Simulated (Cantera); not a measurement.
Pyrogenic steam for wet oxidation

A perfectly stirred reactor is fed with 20.0 % H2, 14.3 % O2, 65.7 % N2, at 0.440 bar; it is held at 1350 K, and followed from long to short residence time.

Cantera simulation using the H2/O2 subset of GRI-Mech 3.0, which has no nitrogen chemistry; the numbers are that mechanism's predictions, not measurements. The temperature is held fixed by assumption; the heat of reaction is taken as removed at once.

| τ (s) | x H2 | x O2 | x O | x OH | x H2O | x HO2 |
|---|---|---|---|---|---|---|
| 13 | 2.68e-5 | 0.0476 | 6.66e-6 | 0.000158 | 0.222 | 5.20e-7 |
| 3.9 | 5.99e-5 | 0.0476 | 1.50e-5 | 0.000235 | 0.222 | 1.11e-6 |
| 1.2 | 0.000132 | 0.0476 | 3.36e-5 | 0.000348 | 0.222 | 2.26e-6 |
| 0.38 | 0.000284 | 0.0476 | 7.39e-5 | 0.000512 | 0.222 | 4.26e-6 |
| 0.12 | 0.000608 | 0.0476 | 0.000163 | 0.000754 | 0.221 | 7.36e-6 |
| 0.037 | 0.00131 | 0.0478 | 0.000361 | 0.00112 | 0.220 | 1.14e-5 |
| 0.011 | 0.00282 | 0.0483 | 0.000810 | 0.00169 | 0.217 | 1.56e-5 |
| 0.0036 | 0.00555 | 0.0493 | 0.00166 | 0.00244 | 0.213 | 1.87e-5 |
| 0.0011 | 0.0108 | 0.0517 | 0.00344 | 0.00354 | 0.203 | 2.11e-5 |
| 0.00034 | 0.0194 | 0.0562 | 0.00661 | 0.00488 | 0.184 | 2.28e-5 |
| 0.00011 | 0.0316 | 0.0634 | 0.0109 | 0.00620 | 0.157 | 2.39e-5 |
x: mole fraction; the columns are a selection and need not sum to one.
